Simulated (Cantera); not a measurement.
Input: 1 mol Ti, 2.3 mol H₂.

Equilibrium computed with Cantera from the NASA thermochemical tables; the gas is ideal and each condensed phase is pure. Candidate condensed phases: Ti; 3 gas species. Kinetics and transport are ignored.

Stable condensed phases, one row left out:

```
T in K \ P in Pa
             10     32    100    320   1000   3200  10000  32000 100000
   2273       A      A      B      B      B      B      B      B      B
   2198       A      A      B      B      B      B      B      B      B
   2048       B      B      B      B      B      B      B      B      B
   1973       B      B      B      B      B      B      B      B      B
   1898       B      B      B      B      B      B      B      B      B
   1823       B      B      B      B      B      B      B      B      B
   1748       B      B      B      B      B      B      B      B      B
   1673       B      B      B      B      B      B      B      B      B
   1598       B      B      B      B      B      B      B      B      B
   1523       B      B      B      B      B      B      B      B      B
   1448       B      B      B      B      B      B      B      B      B
   1373       B      B      B      B      B      B      B      B      B
   1298       B      B      B      B      B      B      B      B      B
```

A: gas only; B: Ti.

**Question.** Give the row for 2123 K.

**Answer.** 10: gas only; 32: Ti; 100: Ti; 320: Ti; 1000: Ti; 3200: Ti; 10000: Ti; 32000: Ti; 100000: Ti.
